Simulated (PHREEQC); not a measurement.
Solution (25 °C): 0.027 mol/kgw NH4HF2, 0.0033 mol/kgw (NH4)2SiF6 and 0.058 mol/kgw H2SO4. Closed to the air; pH follows from the charge balance.

Computed with PHREEQC (ion-association model, wateq4f.dat).

| Quantity | Result |
|---|---|
| pH | 1.36 |
| ionic strength | 0.106 mol/kgw |
| total alkalinity | -156 meq/kg |

```json
[
 {"species": "H+", "molality": "0.0531", "activity": "0.0437", "log γ": "-0.085"},
 {"species": "HF", "molality": "0.0430", "activity": "0.0440", "log γ": "0.011"},
 {"species": "HSO4-", "molality": "0.0370", "activity": "0.0286", "log γ": "-0.112"},
 {"species": "NH4+", "molality": "0.0309", "activity": "0.0241", "log γ": "-0.109"},
 {"species": "SO4-2", "molality": "0.0184", "activity": "0.00672", "log γ": "-0.437"},
 {"species": "H2F2", "molality": "0.00493", "activity": "0.00505", "log γ": "0.011"},
 {"species": "SiF6-2", "molality": "0.00330", "activity": "0.00122", "log γ": "-0.432"},
 {"species": "NH4SO4-", "molality": "0.00267", "activity": "0.00208", "log γ": "-0.108"},
 {"species": "F-", "molality": "0.000887", "activity": "0.000672", "log γ": "-0.121"},
 {"species": "HF2-", "molality": "0.000150", "activity": "0.000113", "log γ": "-0.121"},
 {"species": "H4SiO4", "molality": "2.32e-9", "activity": "2.38e-9", "log γ": "0.011"}
]
```

No solid was allowed to form. Complexes and solids missing from the database can't appear. wateq4f.dat counts part of the HF as a dimer, H2F2, which phreeqc.dat doesn't know; its constant is uncertain. SiF6-2 is the database's only silicon fluoride.
